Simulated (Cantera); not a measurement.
Input: 1 mol SiC, 2.4 mol N₂O, 520 mol N₂, 0.00093 mol H₂O, equilibrated at 10.0 Torr.

Method: chemical equilibrium by Gibbs-energy minimisation in Cantera with the NASA 1993 tables (ideal gas, pure condensed phases). Candidate condensed phases: C, C₆H₆, C₇H₈, C₈H₁₈, H₂O, Si, SiC, SiO₂, Si₂N₂O, Si₃N₄; 151 gas species. The tables hold silica as quartz up to 1696 K and as liquid above; real silica turns to tridymite and cristobalite and melts near 1996 K. Kinetics and transport are ignored.

### Question
At 1525 °C, list the 4 most abundant gas species with their mole fractions, and the condensed phases.

### Answer
N₂ 0.997, CO 0.00184, SiO 0.00121, CO₂ 6.34e-5. Condensed: SiO₂(condensed).
